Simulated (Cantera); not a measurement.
A freely propagating, adiabatic, planar premixed flame of H2 : O2 : N2 = 1 : 0.847 : 3.19 (molar parts), equivalence ratio 0.59, unburnt at 600 K and 1.01 bar; mixture-averaged transport, grid criteria slope 0.08 and curve 0.16, no radiation.

Model: the H2/O2 subset of GRI-Mech 3.0, which has no nitrogen chemistry, integrated in Cantera. Burning velocities carry a grid error of a few per cent, more on coarse grids. Lean hydrogen flames are cellular in practice and burn faster than this planar one.

### Question
How do the results move with these cheaper or finer settings: unity-Lewis-number transport; multicomponent transport; multicomponent+Soret transport; grid criteria slope 0.5, curve 1; grid criteria slope 0.25, curve 0.5; grid criteria slope 0.03, curve 0.06?

### Answer
| setting | laminar burning velocity | thermal thickness | peak x(H) | peak x(O) | grid points |
|---|---|---|---|---|---|
| as above | 421 cm/s | 0.421 mm | 0.0207 | 0.0116 | 112 |
| unity-Lewis-number transport | 339 cm/s | 0.303 mm | 0.0287 | 0.0136 | 105 |
| multicomponent transport | 416 cm/s | 0.417 mm | 0.0206 | 0.0116 | 112 |
| multicomponent+Soret transport | 386 cm/s | 0.414 mm | 0.0195 | 0.0113 | 112 |
| grid criteria slope 0.5, curve 1 | 509 cm/s | 0.499 mm | 0.0226 | 0.0119 | 37 |
| grid criteria slope 0.25, curve 0.5 | 460 cm/s | 0.453 mm | 0.0218 | 0.0119 | 49 |
| grid criteria slope 0.03, curve 0.06 | 412 cm/s | 0.414 mm | 0.0205 | 0.0116 | 256 |
Unity Lewis numbers drop preferential diffusion, which matters most where H2 and H carry the flame; Soret adds thermal diffusion.
